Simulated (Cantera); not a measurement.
A perfectly stirred reactor is fed with CO : O2 : H2O : N2 = 0.0023 : 0.049 : 0.021 : 1 (molar parts), equivalence ratio 0.023, at 46000 Pa; it is held at 1425 K, and followed from long to short residence time.

Computed with Cantera and GRI-Mech 3.0 (53 species, 325 reactions).

Question: What does this change do: CO 0.0023 to 0.00025 parts?

Answer: 
```
quantity                  before     after
----------------------  --------  --------
x(CO) at τ = 22.0 s      2.74e-6   4.69e-7
x(O2) at τ = 22.0 s       0.0447    0.0457
x(H2O) at τ = 22.0 s      0.0196    0.0196
x(H2O2) at τ = 22.0 s    1.20e-9  4.95e-10
x(CO2) at τ = 22.0 s     0.00214  0.000233
x(CO) at τ = 49.0 ms    0.000170   3.83e-5
x(O2) at τ = 49.0 ms      0.0447    0.0457
x(H2O) at τ = 49.0 ms     0.0195    0.0196
x(H2O2) at τ = 49.0 ms   2.98e-8   7.81e-9
x(CO2) at τ = 49.0 ms    0.00198  0.000195
```

Question: What does this change do: temperature 1425 to 925 K?

Answer: 
| quantity | before | after |
|---|---|---|
| x(CO) at τ = 22.0 s | 2.74e-6 | 0.000590 |
| x(O2) at τ = 22.0 s | 0.0447 | 0.0450 |
| x(H2O) at τ = 22.0 s | 0.0196 | 0.0196 |
| x(H2O2) at τ = 22.0 s | 1.20e-9 | 6.14e-7 |
| x(CO2) at τ = 22.0 s | 0.00214 | 0.00156 |
| x(CO) at τ = 49.0 ms | 0.000170 | 0.00214 |
| x(O2) at τ = 49.0 ms | 0.0447 | 0.0457 |
| x(H2O) at τ = 49.0 ms | 0.0195 | 0.0196 |
| x(H2O2) at τ = 49.0 ms | 2.98e-8 | 1.61e-7 |
| x(CO2) at τ = 49.0 ms | 0.00198 | 4.77e-6 |
